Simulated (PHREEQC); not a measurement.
# Hard or scaling water: an equilibrium model

Make-up at 25 °C: 0.062 mmol/kgw Ca(HCO3)2, 1 mmol/kgw Na2SO4 and 110 mmol/kgw NaCl. Closed to the air; pH follows from the charge balance.

All values are PHREEQC results (ion-association model, phreeqc.dat), not measurements.

Precipitation was switched off in this run.

**Question.** Estimate the pH, specific conductance.

**Answer.** pH 7.89; specific conductance 11600 µS/cm.

**Question.** In which forms is Ca present?

**Answer.** Ca+2 98 %, CaSO4 1.9 % of the Ca.
